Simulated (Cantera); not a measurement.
A Cantera script and its output.

```python
import numpy as np
import cantera as ct

gas = ct.Solution("h2o2.yaml")
gas.TPX = 1450, 1000000, {'H2': 1, 'O2': 0.25, 'N2': 1.97}
reactor = ct.IdealGasReactor(gas, energy="on", clone=False)
net = ct.ReactorNet([reactor])
net.rtol, net.atol = 1e-08, 1e-16
show = ['H2', 'O2', 'H', 'H2O', 'HO2', 'OH']
times = np.geomspace(1e-05, 0.6, 10)

steps = ct.SolutionArray(gas, extra=["t"])
rows = []
print(f"{'t/s':>10s}{'T/K':>9s}{'P/Pa':>11s}" + "".join(f"{s:>11s}" for s in show))
for t in times:
    while net.time < t:
        t_next = net.step()
        steps.append(gas.state, t=t_next)
    rows.append([np.interp(t, steps.t, y) for y in (steps.T, steps.P, *steps(*show).X.T)])
    print(f"{t:10.3e}{rows[-1][0]:9.1f}{rows[-1][1]:11.4g}" + "".join(f"{x:11.3e}" for x in rows[-1][2:]))
rate = np.gradient(steps.T, steps.t)
print("integrator steps:", len(steps.t))
if steps.T.max() > steps.T[0] + 200:
    print(f"time of steepest temperature rise: {steps.t[rate.argmax()]:.4e} s")
gas.TPX = 1450, 1000000, {'H2': 1, 'O2': 0.25, 'N2': 1.97}
gas.equilibrate("UV")
print(f"equilibrium (UV): T = {gas.T:.1f} K  " + "  ".join(f"{s} {gas[s].X[0]:.3e}" for s in show))
```

It prints:

```
       t/s      T/K       P/Pa         H2         O2          H        H2O        HO2         OH
 1.000e-05   2729.6  1.746e+06  1.645e-01  3.114e-05  8.463e-03  1.651e-01  1.188e-07  2.233e-03
 3.396e-05   2747.1  1.755e+06  1.653e-01  1.817e-05  6.619e-03  1.658e-01  6.064e-08  1.775e-03
 1.153e-04   2747.1  1.755e+06  1.653e-01  1.816e-05  6.618e-03  1.658e-01  6.061e-08  1.774e-03
 3.915e-04   2747.1  1.755e+06  1.653e-01  1.816e-05  6.618e-03  1.658e-01  6.061e-08  1.774e-03
 1.329e-03   2747.1  1.755e+06  1.653e-01  1.816e-05  6.618e-03  1.658e-01  6.061e-08  1.774e-03
 4.514e-03   2747.1  1.755e+06  1.653e-01  1.816e-05  6.618e-03  1.658e-01  6.061e-08  1.774e-03
 1.533e-02   2747.1  1.755e+06  1.653e-01  1.816e-05  6.618e-03  1.658e-01  6.061e-08  1.774e-03
 5.204e-02   2747.1  1.755e+06  1.653e-01  1.816e-05  6.618e-03  1.658e-01  6.061e-08  1.774e-03
 1.767e-01   2747.1  1.755e+06  1.653e-01  1.816e-05  6.618e-03  1.658e-01  6.061e-08  1.774e-03
 6.000e-01   2747.1  1.755e+06  1.653e-01  1.816e-05  6.618e-03  1.658e-01  6.061e-08  1.774e-03
integrator steps: 1181
time of steepest temperature rise: 2.8841e-06 s
equilibrium (UV): T = 2747.1 K  H2 1.653e-01  O2 1.816e-05  H 6.618e-03  H2O 1.658e-01  HO2 6.061e-08  OH 1.774e-03
```

Cantera simulation using the H2/O2 subset of GRI-Mech 3.0, which has no nitrogen chemistry; the numbers are that mechanism's predictions, not measurements. The hydrogen kinetics of GRI-Mech 3.0 are dated; newer H2 mechanisms differ, most at raised pressure.
